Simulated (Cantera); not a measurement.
Charge: 1 mol PbO, 5.5 mol CO, 0.38 mol H2, at 1775 °C and 3.80 bar.

Cantera equilibrium calculation (NASA polynomials, part measured and part estimated; ideal gas, pure solids and liquids). Candidate condensed phases: C, C6H6, C7H8, C8H18, H2O, Pb, PbO, PbO2, Pb3O4; 113 gas species. Gases not in the tables: (PbO)n polymers. Equilibrium is a limit: real reactors are often held back by kinetics, nucleation or transport.

**Question.** What is the equilibrium state?

**Answer.** 
```json
{
 "x(CO)": "0.680",
 "x(Pb)": "0.144",
 "x(CO2)": "0.120",
 "x(H2)": "0.0300",
 "x(H2O)": "0.0251",
 "x(PbO)": "0.000651",
 "x(Pb2)": "0.000350",
 "x(H)": "0.000199",
 "x(OH)": "1.81e-5",
 "gas_amount": "6.878 mol",
 "log10 activity of Pb(l) (absent)": "-0.32",
 "log10 activity of C(graphite) (absent)": "-3.52"
}
```
